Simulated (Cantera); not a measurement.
Input: 1 mol CH2F2, 1.4 mol HCl, at 0.0100 bar.

Equilibrium computed with Cantera from the NASA thermochemical tables; the gas is ideal and each condensed phase is pure. Candidate condensed phases: C, C6H6, C7H8, C8H18; 135 gas species. Ions and electrons are included (thermal ionisation). Rates play no part.

### Question
Which condensed phases are stable at each of these points (T (K)): 2000, 2250, 2500, 2750, 3000, 3250, 3500, 3750, 4000, 4250, 4500, 4750, 5000?

### Answer
| T (K) | condensed phases | C condensed (%) |
|---|---|---|
| 2000 | C(graphite) | 100.0 |
| 2250 | C(graphite) | 99.9 |
| 2500 | C(graphite) | 99.4 |
| 2750 | C(graphite) | 95.9 |
| 3000 | C(graphite) | 42.1 |
| 3250 | gas only | 0.0 |
| 3500 | gas only | 0.0 |
| 3750 | gas only | 0.0 |
| 4000 | gas only | 0.0 |
| 4250 | gas only | 0.0 |
| 4500 | gas only | 0.0 |
| 4750 | gas only | 0.0 |
| 5000 | gas only | 0.0 |

From 2000 K to 3000 K the condensed part is C(graphite). From 3250 K to 5000 K nothing is condensed.
